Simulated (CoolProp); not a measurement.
Model: reference Helmholtz-energy equation of state, Thol 2017, in CoolProp.

Question: Give the vapour pressure (MPa), vapour density (kg/m³), enthalpy of vaporisation (kJ/kg), liquid cp (kJ/(kg K)) of saturated octamethyltrisiloxane (MDM) at 435.6 K.

Answer: 
| T (K) | p (MPa) | vapour density (kg/m³) | enthalpy of vaporisation (kJ/kg) | liquid cp (kJ/(kg K)) |
|---|---|---|---|---|
| 435.6 | 0.131 | 9.36 | 148 | 2.14 |
